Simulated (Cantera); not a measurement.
A Cantera script and its output.

```python
import numpy as np
import cantera as ct

gas = ct.Solution("gri30.yaml")
gas.TPX = 1473, 101325, {'CH4': 1, 'H2': 2}
reactor = ct.IdealGasConstPressureReactor(gas, energy="off", clone=False)
net = ct.ReactorNet([reactor])
net.rtol, net.atol = 1e-08, 1e-18
show = ['CH4', 'H2', 'CH3', 'C2H4', 'H', 'C2H', 'C2H2']
times = np.geomspace(1e-05, 30, 9)

steps = ct.SolutionArray(gas, extra=["t"])
rows = []
print(f"{'t/s':>10s}{'T/K':>9s}{'P/Pa':>11s}" + "".join(f"{s:>11s}" for s in show))
for t in times:
    while net.time < t:
        t_next = net.step()
        steps.append(gas.state, t=t_next)
    rows.append([np.interp(t, steps.t, y) for y in (steps.T, steps.P, *steps(*show).X.T)])
    print(f"{t:10.3e}{rows[-1][0]:9.1f}{rows[-1][1]:11.4g}" + "".join(f"{x:11.3e}" for x in rows[-1][2:]))
rate = np.gradient(steps.T, steps.t)
print("integrator steps:", len(steps.t))
if steps.T.max() > steps.T[0] + 200:
    print(f"time of steepest temperature rise: {steps.t[rate.argmax()]:.4e} s")
gas.TPX = 1473, 101325, {'CH4': 1, 'H2': 2}
gas.equilibrate("TP")
print(f"equilibrium (TP): T = {gas.T:.1f} K  " + "  ".join(f"{s} {gas[s].X[0]:.3e}" for s in show))
```

It prints:

```
       t/s      T/K       P/Pa        CH4         H2        CH3       C2H4          H        C2H       C2H2
 1.000e-05   1473.0  1.013e+05  3.333e-01  6.667e-01  1.878e-06  2.195e-11  2.002e-07  2.212e-25  4.645e-16
 6.451e-05   1473.0  1.013e+05  3.333e-01  6.667e-01  1.199e-05  7.416e-09  1.203e-06  4.227e-21  1.474e-12
 4.162e-04   1473.0  1.013e+05  3.332e-01  6.667e-01  4.960e-05  1.539e-06  4.934e-06  5.406e-17  4.602e-09
 2.685e-03   1473.0  1.013e+05  3.329e-01  6.669e-01  6.707e-05  7.781e-05  6.674e-06  4.009e-14  2.523e-06
 1.732e-02   1473.0  1.013e+05  3.304e-01  6.683e-01  7.082e-05  8.216e-04  7.115e-06  4.195e-12  2.482e-04
 1.117e-01   1473.0  1.013e+05  3.146e-01  6.780e-01  6.881e-05  2.518e-03  7.364e-06  8.084e-11  4.688e-03
 7.208e-01   1473.0  1.013e+05  2.437e-01  7.216e-01  5.896e-05  7.877e-03  8.664e-06  5.072e-10  2.661e-02
 4.650e+00   1473.0  1.013e+05  1.714e-01  7.661e-01  4.987e-05  1.395e-02  1.105e-05  1.108e-09  4.841e-02
 3.000e+01   1473.0  1.013e+05  1.707e-01  7.665e-01  4.979e-05  1.401e-02  1.108e-05  1.115e-09  4.861e-02
integrator steps: 709
equilibrium (TP): T = 1473.0 K  CH4 1.707e-01  H2 7.665e-01  CH3 4.979e-05  C2H4 1.401e-02  H 1.108e-05  C2H 1.115e-09  C2H2 4.861e-02
```

Computed with Cantera and GRI-Mech 3.0 (53 species, 325 reactions). GRI-Mech 3.0 stops at C3 and has no aromatics, soot or wall deposition, so with more carbon than oxygen in the feed, carbon stays in small species such as C2H2 where larger ones or solid carbon would form.
